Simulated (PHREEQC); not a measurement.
Make-up at 60 °C: 16 mmol/kgw CdCl2, 0.058 mmol/kgw NiCl2, 73 mmol/kgw HCl and 20 mmol/kgw NaCl. Closed to the air; pH follows from the charge balance.

Model: ion-association model, wateq4f.dat, run in PHREEQC.

This is a speciation only: nothing precipitates in the calculation.

Task: Order these Ni species by the share of Ni that they hold, largest first: NiCl2, Ni+2, NiCl+.

Result: Ni+2 (90 %), NiCl+ (8.0 %), NiCl2 (1.7 %)

The pH is 1.23 and the ionic strength 0.111 mol/kgw. Away from 25 °C the constants follow the database's enthalpies or fits; those with neither stay at their 25 °C values.
